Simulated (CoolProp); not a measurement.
Values from CoolProp's reference Helmholtz-energy equation of state, Lemmon 2016.

Q: Give the vapour pressure (bar), liquid density (kg/m³), vapour Z, surface tension (mN/m) of saturated R365MFC at 39.75, 52.85, 144.25 °C.

A: 
```json
[
 {"T (°C)": "39.75", "p (bar)": "0.997", "liquid density (kg/m³)": "1220", "vapour Z": "0.955", "surface tension (mN/m)": "13.4"},
 {"T (°C)": "52.85", "p (bar)": "1.56", "liquid density (kg/m³)": "1200", "vapour Z": "0.938", "surface tension (mN/m)": "12.0"},
 {"T (°C)": "144.25", "p (bar)": "15.2", "liquid density (kg/m³)": "925", "vapour Z": "0.692", "surface tension (mN/m)": "3.00"}
]
```

Surface tension comes from a separate correlation (Mulero 2012).
